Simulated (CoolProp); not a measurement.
Properties of R1234ze(Z) along the isobar 0.606 MPa (Tc = 423.3 K, pc = 3.531 MPa, ω = 0.327).

Computed with CoolProp (reference Helmholtz-energy equation of state, Akasaka 2019).

```csv
T (K),phase,Z,cp (kJ/(kg K)),speed of sound (m/s),expansivity (1/kK)
331.4,liquid,0.02219,1.383,503.9,2.800
340.4,gas,0.8377,1.072,142.2,5.496
349.5,gas,0.8555,1.061,146.4,4.953
358.5,gas,0.8703,1.056,150.2,4.535
367.6,gas,0.8831,1.055,153.8,4.196
376.6,gas,0.8941,1.057,157.1,3.921
385.7,gas,0.9037,1.061,160.3,3.687
394.7,gas,0.9121,1.067,163.3,3.489
403.8,gas,0.9195,1.073,166.2,3.316
412.8,gas,0.9261,1.081,168.9,3.166
421.9,gas,0.9320,1.089,171.6,3.031
430.9,gas,0.9373,1.098,174.1,2.913
440,gas,0.9421,1.107,176.6,2.804
```
